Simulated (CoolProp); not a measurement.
Vapour pressure (kPa) of methane: the reference equation beside estimates from Tc = 190.6 K, pc = 4599 kPa, ω = 0.011. Clausius-Clapeyron is anchored at 167.5 K with a constant enthalpy of vaporisation of 5.370 kJ/mol.

The numbers come from the reference Helmholtz-energy equation of state, Setzmann 1991 in CoolProp.

```tsv
T (K)	reference	Clausius-Clapeyron	van der Waals	Redlich-Kwong	Soave-Redlich-Kwong	Peng-Robinson
151.9	1132	1430	1734	1102	…	1140
154.5	1268	1536	1875	1243	1284	1277
157.1	1414	1646	2023	1395	1433	1425
159.7	1573	1760	2178	1560	1595	…
162.3	1744	1878	…	1737	…	1758
164.9	1928	2000	2510	1928	1956	1944
167.5	2125	2125	2688	2132	2157	2143
170.1	2337	…	2872	2350	2371	2356
172.7	2563	2387	3065	2582	2600	2584
175.3	2805	2523	3265	2830	2843	2828
177.9	3064	2663	3473	3092	3102	3087
180.5	…	2805	3689	3370	3377	3363
183.1	3634	2952	3912	3664	3668	3657
```

### Question
Some entries are withheld; supply them.

### Answer

- 151.9, Soave-Redlich-Kwong: 1145
- 159.7, Peng-Robinson: 1585
- 162.3, van der Waals: 2341
- 162.3, Soave-Redlich-Kwong: 1769
- 170.1, Clausius-Clapeyron: 2254
- 180.5, reference: 3340

Absolute difference from the reference over all 13 rows, mean and median: Clausius-Clapeyron 12.0 and 11.9 %, van der Waals 28.0 and 26.5 %, Redlich-Kwong 0.9 and 0.8 %, Soave-Redlich-Kwong 1.3 and 1.4 %, Peng-Robinson 0.8 and 0.8 %.
